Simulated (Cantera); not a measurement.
An isothermal, constant-pressure homogeneous reactor starts with 0.800 % CO, 1.66 % O₂, 0.0293 % H₂O, 97.5 % N₂, at 1450 K and 100.0 Torr.

Model: GRI-Mech 3.0 (53 species, 325 reactions), integrated in Cantera.

x: mole fraction; the columns are a selection and need not sum to one.

| t (s) | x CO | x O₂ | x H₂O | x NO | x H₂ | x N₂O |
|---|---|---|---|---|---|---|
| 0.000200 | 0.00800 | 0.0166 | 0.000293 | <1e-12 | <1e-12 | <1e-12 |
| 0.000452 | 0.00800 | 0.0166 | 0.000293 | <1e-12 | <1e-12 | <1e-12 |
| 0.00102 | 0.00800 | 0.0166 | 0.000293 | <1e-12 | 1.38e-12 | <1e-12 |
| 0.00231 | 0.00800 | 0.0166 | 0.000293 | <1e-12 | 1.67e-11 | 1.81e-12 |
| 0.00521 | 0.00800 | 0.0166 | 0.000293 | <1e-12 | 2.15e-10 | 9.30e-12 |
| 0.0118 | 0.00799 | 0.0166 | 0.000292 | 4.50e-12 | 4.34e-9 | 1.02e-10 |
| 0.0266 | 0.00782 | 0.0164 | 0.000281 | 6.33e-10 | 6.34e-7 | 1.11e-8 |
| 0.0601 | 0.00376 | 0.0131 | 8.27e-5 | 6.60e-7 | 8.05e-6 | 1.79e-7 |
| 0.136 | 0.00160 | 0.0124 | 0.000107 | 3.93e-6 | 9.24e-6 | 1.69e-7 |
| 0.307 | 0.000583 | 0.0126 | 0.000219 | 6.31e-6 | 6.07e-6 | 1.87e-7 |
| 0.694 | (withheld) | 0.0126 | 0.000270 | 7.31e-6 | (withheld) | (withheld) |
| 1.57 | 3.20e-5 | 0.0126 | 0.000284 | 7.75e-6 | 4.02e-7 | 1.98e-7 |
| 3.54 | 7.48e-6 | 0.0126 | 0.000289 | 7.90e-6 | 9.83e-8 | 8.99e-8 |
| 8.00 | 2.07e-6 | 0.0126 | 0.000291 | 7.94e-6 | 2.87e-8 | 2.84e-8 |

What belongs in the gaps?


- 0.694, x CO: 0.000146
- 0.694, x H₂: 1.75e-6
- 0.694, x N₂O: 2.29e-7
